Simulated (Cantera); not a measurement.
Adiabatic ignition

An adiabatic, constant-volume homogeneous reactor starts with CH4 : C2H6 : C3H8 : O2 : N2 = 1 : 0.036 : 0.66 : 4.52 : 45.2 (molar parts), at 998 K and 1800000 Pa.

Cantera simulation using GRI-Mech 3.0 (53 species, 325 reactions); the numbers are that mechanism's predictions, not measurements. GRI-Mech 3.0 was tuned for natural gas; its chemistry of propane as a main component is partial and can be far from experiment. The pressure lies above the range GRI-Mech 3.0 was tuned for (to about 10 atm). Below about 1000 K GRI-Mech 3.0 lacks low-temperature oxidation paths.

| t (s) | T (K) | P (bar) | x CH4 | x C2H6 | x C3H8 | x CO2 | x NO | x CH2CO |
|---|---|---|---|---|---|---|---|---|
| 4.00e-6 | 998 | 18.0 | 0.0194 | 0.000700 | 0.0128 | <1e-12 | <1e-12 | <1e-12 |
| 2.01e-5 | 998 | 18.0 | 0.0194 | 0.000700 | 0.0128 | <1e-12 | <1e-12 | <1e-12 |
| 0.000101 | 998 | 18.0 | 0.0194 | 0.000700 | 0.0128 | <1e-12 | <1e-12 | <1e-12 |
| 0.000504 | 998 | 18.0 | 0.0194 | 0.000700 | 0.0128 | <1e-12 | <1e-12 | <1e-12 |
| 0.00253 | 998 | 18.0 | 0.0195 | 0.000700 | 0.0128 | 1.13e-10 | <1e-12 | 1.85e-10 |
| 0.0127 | 998 | 18.0 | 0.0195 | 0.000702 | 0.0128 | 3.18e-9 | <1e-12 | 2.36e-8 |
| 0.0635 | 2145 | 39.9 | 1.06e-11 | <1e-12 | <1e-12 | 0.0341 | 1.53e-5 | <1e-12 |
| 0.318 | 2145 | 39.9 | 1.07e-11 | <1e-12 | <1e-12 | 0.0341 | 2.38e-5 | <1e-12 |
| 1.60 | 2145 | 39.9 | 1.07e-11 | <1e-12 | <1e-12 | 0.0341 | 2.38e-5 | <1e-12 |
| 8.00 | 2145 | 39.9 | 1.07e-11 | <1e-12 | <1e-12 | 0.0341 | 2.38e-5 | <1e-12 |
x: mole fraction; the columns are a selection and need not sum to one.

| Property | Result |
|---|---|
| time of steepest temperature rise | 55.8 ms |
| temperature at 8.00 s | 2145 K |
| equilibrium temperature | 2145 K |
| x(CH4) at 8.00 s | 1.07e-11 (gas-phase equilibrium 1.16e-11) |
| x(C2H6) at 8.00 s | <1e-12 (gas-phase equilibrium <1e-12) |
| x(C3H8) at 8.00 s | <1e-12 (gas-phase equilibrium <1e-12) |
